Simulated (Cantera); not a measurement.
# Catalytic stagnation flow on Pt

A jet of 2.42 % H₂, 10.6 % O₂, 87.0 % N₂ at 300 K and 45.8 Torr hits a platinum plate 6.7 cm away at a mass flux of 0.098 kg/m²/s; the plate temperature is set and raised in steps from an oxygen-covered start.

Detailed kinetics in Cantera: Deutschmann's 1995 Pt surface mechanism with GRI-Mech 3.0 gas chemistry. Catalytic surfaces can have several steady states; this one follows from the mechanism file's or the stated starting coverage.

```
plate T (K)  wall x H₂  wall x O₂  wall x H₂O  wall x OH  θ free Pt   θ O*    θ OH*
-----------  ---------  ---------  ----------  ---------  ---------  -----  -------
600            0.00320     0.0831      0.0410      <1e-8     0.0632  0.931  0.00531
650            0.00317     0.0831      0.0408      <1e-8     0.0666  0.930  0.00356
700            0.00304     0.0831      0.0408      <1e-8     0.0727  0.925  0.00257
750            0.00261     0.0827      0.0414      <1e-8     0.0897  0.908  0.00206
800            0.00199     0.0821      0.0423      <1e-8      0.125  0.873  0.00181
850            0.00148     0.0816      0.0430    1.56e-8      0.177  0.822  0.00163
900            0.00115     0.0813      0.0435    4.82e-8      0.238  0.760  0.00146
950           0.000935     0.0812      0.0437    1.34e-7      0.305  0.693  0.00129
```
x: mole fraction at the wall; θ: surface coverage.
